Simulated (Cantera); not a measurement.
A perfectly stirred reactor is fed with 0.376 % CH3OH, 3.28 % O2, 96.3 % N2, equivalence ratio 0.17, at 1.01 bar; it is held at 1598 K, and followed from long to short residence time.

Cantera simulation using GRI-Mech 3.0 (53 species, 325 reactions); the numbers are that mechanism's predictions, not measurements. GRI-Mech 3.0 was tuned for natural gas; its chemistry of methanol as a main component is partial and can be far from experiment.

Predict: x(CH3OH) at τ = 20.0 s; x(O2) at τ = 20.0 s; x(CH3OH) at τ = 0.200 s; x(O2) at τ = 0.200 s; x(HCO) at τ = 0.200 s; x(CH3) at τ = 0.200 s.


```json
{
 "x(CH3OH) at τ = 20.0 s": "3.58e-8",
 "x(O2) at τ = 20.0 s": "0.0271",
 "x(CH3OH) at τ = 0.200 s": "7.99e-7",
 "x(O2) at τ = 0.200 s": "0.0270",
 "x(HCO) at τ = 0.200 s": "2.67e-9",
 "x(CH3) at τ = 0.200 s": "1.57e-9"
}
```
